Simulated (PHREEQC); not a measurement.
2.4 g of hydrous ferric oxide (600 m²/g; 0.2 weak and 0.005 strong sites per Fe, Dzombak-Morel constants, diffuse double layer) in 1 kg of water with 0.01 mol/kgw of an inert sodium salt and 0.017 mmol/kgw NaH2PO4, at 25 °C; the pH is set by adding NaOH or the inert anion's acid. O2 is buffered at 0.21 atm. The system is closed to CO2. Precipitation was switched off in this run.

Base run: PHREEQC, ion-association model, wateq4f.dat. Each further column changes one thing. The table gives surface charge σ (C/m²).

| pH | base | background salt from 0.01 to 0.001 mol/kgw | oxide from 2.4 to 12 g/kgw |
|---|---|---|---|
| 4 | 0.222 | 0.143 | 0.248 |
| 4.67 | 0.147 | 0.079 | 0.164 |
| 5.33 | 0.089 | 0.041 | 0.097 |
| 6 | 0.050 | 0.020 | 0.053 |
| 6.67 | 0.025 | 0.009 | 0.026 |
| 7.33 | 0.011 | 0.004 | 0.011 |
| 8 | 0.001 | 0.000 | 0.001 |
| 8.67 | -0.008 | -0.003 | -0.008 |
| 9.33 | -0.020 | -0.007 | -0.020 |
| 10 | -0.041 | -0.017 | -0.043 |
| 10.67 | -0.076 | -0.038 | -0.082 |
| 11.33 | -0.134 | -0.091 | -0.146 |
| 12 | -0.233 | -0.206 | -0.247 |

H3PO4, which wateq4f.dat lacks, is added to it with the constant of phreeqc.dat.
